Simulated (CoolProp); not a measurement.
A simple Rankine cycle with R123: condensing at 299.15 K, boiler at 0.335 MPa, turbine inlet 340.7 K, turbine efficiency 0.7, pump efficiency 0.6, no recuperator. Each further row changes one setting.

Model: reference Helmholtz-energy equation of state, Younglove 1994, in CoolProp. It is a modified Benedict-Webb-Rubin equation, recast in Helmholtz form.

```csv
case,thermal efficiency (%),net work (kJ/kg),heat in (kJ/kg),turbine exit temperature (K),volume ratio over the turbine
as stated,7.3,14.2,196,314.1,3.48
turbine inlet 360.7 K,7.3,15.4,211,334.4,3.45
condensing temperature 291.15 K,8.6,17.6,204,308.5,4.67
boiler pressure 0.234 MPa,5.3,10.6,198,322.3,2.42
turbine efficiency 0.6,6.2,12.2,196,317.0,3.52
```
